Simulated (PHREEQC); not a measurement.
# Brine (model solution)

Make-up at 20 °C: 0.29 mol/kgw MgCl2 and 0.0033 mol/kgw H3BO3. Closed to the air; pH follows from the charge balance.

All values are PHREEQC results (Pitzer model, pitzer.dat), not measurements.

The pH comes out as 5.48. The ionic strength is 0.870 mol/kgw and the activity of water comes out as 0.986. The density comes out as 1.021 g/cm³ and the osmotic coefficient comes out as 0.895.

```
species     molality  activity   log γ
----------  --------  --------  ------
Cl-            0.580     0.354  -0.214
Mg+2           0.290    0.0846  -0.535
B(OH)3       0.00330   0.00366   0.046
H+           3.74e-6   3.28e-6  -0.057
B(OH)4-      1.86e-6   6.34e-7  -0.468
MgB(OH)4+    1.85e-6   1.35e-6  -0.138
MgOH+        2.53e-8   2.53e-8   0.000
OH-          5.93e-9   2.06e-9  -0.460
B3O3(OH)4-   1.08e-9  4.56e-10  -0.375
```

No solid was allowed to form. Complexes and solids missing from the database can't appear.
